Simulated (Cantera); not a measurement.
Cantera run:

```python
import numpy as np
import cantera as ct

gas_names = [...]  # 110 gases of nasa_gas.yaml made of C, H, O
cond_names = """
    C(gr) C6H6(L) C7H8(L) C8H18(L),n-octa H2O(s) H2O(L)
""".split()


# ... load() reads the species with a 1 bar reference pressure and builds the phases ...
atoms = {
    'C2H6': {'C': 2, 'H': 6},
    'H2': {'H': 2},
    'O2': {'O': 2},
}
top_T = {'C(gr)': 4500}  # K; cautious upper limits of use, not melting points


# ... equilibrate(T, P, feed) seeds the gas with the atoms and calls Mixture.equilibrate('TP', solver="vcs", rtol=1e-11, max_steps=5000) ...
results = []
feed = {'C2H6': 1, 'H2': 91, 'O2': 0.16}  # mol
T = 1923.15  # K
P = 260000  # Pa
mix = equilibrate(T, P, feed)
results.append((T, P, feed, dict(zip(mix.species_names, mix.species_moles))))
print(gas.report(threshold=1e-05))
for i in range(1, mix.n_phases):
    print(f"{mix.phase(i).name:16s} {mix.phase_moles(i):12.5e} mol")
```

Output:

```
       temperature   1923.2 K
          pressure   2.6e+05 Pa
           density   0.034698 kg/m^3
  mean mol. weight   2.1339 kg/kmol
   phase of matter   gas

                          1 kg             1 kmol
                     ---------------   ---------------
          enthalpy        2.3548e+07        5.0249e+07  J
   internal energy        1.6055e+07         3.426e+07  J
           entropy             84339        1.7997e+05  J/K
    Gibbs function       -1.3865e+08       -2.9587e+08  J
 heat capacity c_p             15954             34044  J/K
 heat capacity c_v             12057             25730  J/K

                      mass frac. Y      mole frac. X     chem. pot. / RT
                     ---------------   ---------------   ---------------
               CH3         0.0001115        1.5825e-05           -30.292
               CH4          0.010147         0.0013497           -39.496
                CO          0.044562         0.0033949           -39.212
    C2H2,acetylene         0.0054815        0.00044924           -23.771
              C2H4        0.00016083        1.2234e-05           -42.178
                 H        0.00027547        0.00058317           -9.2033
                H2           0.93924           0.99419           -18.407
     [ +103 minor]        1.8349e-05        1.7814e-06

C(gr)             1.46442e+00 mol
```

Method: chemical equilibrium by Gibbs-energy minimisation in Cantera with the NASA 1993 tables (ideal gas, pure condensed phases).
